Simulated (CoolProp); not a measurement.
Properties of n-decane at several states (Tc = 344.5 °C, pc = 2101 kPa, ω = 0.488).

The numbers come from the reference Helmholtz-energy equation of state, Lemmon 2006 in CoolProp. It is a short technical equation, of lower accuracy than the large ones.

```tsv
T (°C)	p (kPa)	phase	speed of sound (m/s)	Joule-Thomson coefficient (K/MPa)	viscosity (µPa s)	Prandtl number
114.25	5260	liquid	953.8	-0.3252	344	7.90
146.05	10700	liquid	906.0	-0.3007	288	7.15
330.35	2970	liquid	234.0	1.374	68.7	3.35
316.65	192	gas	180.4	10.20	10.2	0.778
```

Viscosity comes from a separate model (Huber 2004). Thermal conductivity comes from a separate model (Huber 2005).
